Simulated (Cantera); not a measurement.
## Adiabatic ignition

An adiabatic, constant-volume homogeneous reactor starts with 14.9 % CO, 4.48 % H2, 1.24 % CH4, 16.7 % O2, 62.7 % N2, equivalence ratio 0.73, at 1500 K and 1.80 bar.

Cantera simulation using GRI-Mech 3.0 (53 species, 325 reactions); the numbers are that mechanism's predictions, not measurements.

| t (s) | T (K) | P (bar) | x CO | x H2 | x CH4 | x H2O | x CO2 | x HCN |
|---|---|---|---|---|---|---|---|---|
| 2.00e-6 | 1500 | 1.80 | 0.149 | 0.0448 | 0.0124 | 5.43e-7 | 3.44e-7 | <1e-12 |
| 5.49e-6 | 1500 | 1.80 | 0.149 | 0.0447 | 0.0124 | 1.42e-5 | 4.02e-6 | <1e-12 |
| 1.51e-5 | 1577 | 1.89 | 0.149 | 0.0382 | 0.00794 | 0.0107 | 0.00250 | 1.13e-8 |
| 4.13e-5 | 2507 | 2.90 | 0.0733 | 0.00614 | <1e-12 | 0.0513 | 0.0943 | 5.58e-11 |
| 0.000113 | 2858 | 3.23 | 0.0540 | 0.00382 | <1e-12 | 0.0594 | 0.118 | 3.81e-10 |
| 0.000311 | 2865 | 3.23 | 0.0526 | 0.00373 | <1e-12 | 0.0600 | 0.119 | 6.72e-10 |
| 0.000854 | 2856 | 3.22 | 0.0523 | 0.00372 | <1e-12 | 0.0604 | 0.120 | 9.61e-10 |
| 0.00234 | 2853 | 3.22 | 0.0521 | 0.00372 | <1e-12 | 0.0605 | 0.120 | 1.05e-9 |
| 0.00643 | 2852 | 3.22 | 0.0521 | 0.00372 | <1e-12 | 0.0605 | 0.120 | 1.05e-9 |
| 0.0176 | 2852 | 3.22 | 0.0521 | 0.00372 | <1e-12 | 0.0605 | 0.120 | 1.05e-9 |
| 0.0484 | 2852 | 3.22 | 0.0521 | 0.00372 | <1e-12 | 0.0605 | 0.120 | 1.05e-9 |
| 0.133 | 2852 | 3.22 | 0.0521 | 0.00372 | <1e-12 | 0.0605 | 0.120 | 1.05e-9 |
| 0.364 | 2852 | 3.22 | 0.0521 | 0.00372 | <1e-12 | 0.0605 | 0.120 | 1.05e-9 |
| 1.00 | 2852 | 3.22 | 0.0521 | 0.00372 | <1e-12 | 0.0605 | 0.120 | 1.05e-9 |
x: mole fraction; the columns are a selection and need not sum to one.

The time of steepest temperature rise is 16.7 µs and the temperature at 1.00 s is 2852 K. The equilibrium temperature is 2852 K. The x(CO) at 1.00 s is 0.0521 (gas-phase equilibrium 0.0521), the x(H2) at 1.00 s comes out as 0.00372 (gas-phase equilibrium 0.00372) and the x(CH4) at 1.00 s is <1e-12 (gas-phase equilibrium <1e-12).
